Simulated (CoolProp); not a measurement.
Vapour-liquid equilibrium of n-perfluorobutane (1) + R365MFC (2) at 81.15 °C; x and y are mole fractions of (1).

Values from CoolProp's multi-fluid Helmholtz-energy mixture model, Gao 2022 and Lemmon 2016; pair parameters Bell 2016.

**Question.** Give the bubble pressure and the first vapour's composition at x = 0.15, 0.55, 0.85. Is there an azeotrope?

**Answer.** x = 0.15: 0.6845 MPa, y = 0.489; x = 0.55: 1.013 MPa, y = 0.725; x = 0.85: 1.149 MPa, y = 0.880. No azeotrope shows between x = 0.05 and 0.95.

Pair parameters are fitted to limited data, so mixtures are less certain than the pure fluids.
